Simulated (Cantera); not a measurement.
Ignition delay

Mixture: C₃H₈ : O₂ : N₂ : CO₂ = 1 : 6.1 : 22.9 : 7.1 (molar parts), equivalence ratio 0.82, at 17.0 bar, adiabatic and at constant pressure. Ignition delay is the time to a rise of 400 K.

Cantera simulation using GRI-Mech 3.0 (53 species, 325 reactions); the numbers are that mechanism's predictions, not measurements. GRI-Mech 3.0 was tuned for natural gas; its chemistry of propane as a main component is partial and can be far from experiment. The pressure lies above the range GRI-Mech 3.0 was tuned for (to about 10 atm).

| T0 (K) | delay (ms) |
|---|---|
| 1000 | 47.5 |
| 1075 | 11.6 |
| 1150 | 3.04 |
| 1225 | 0.844 |
| 1300 | 0.253 |
| 1375 | 0.0845 |
| 1450 | 0.0323 |

```json
{
 "apparent activation energy between 1300 and 1450 K": "210 kJ/mol"
}
```
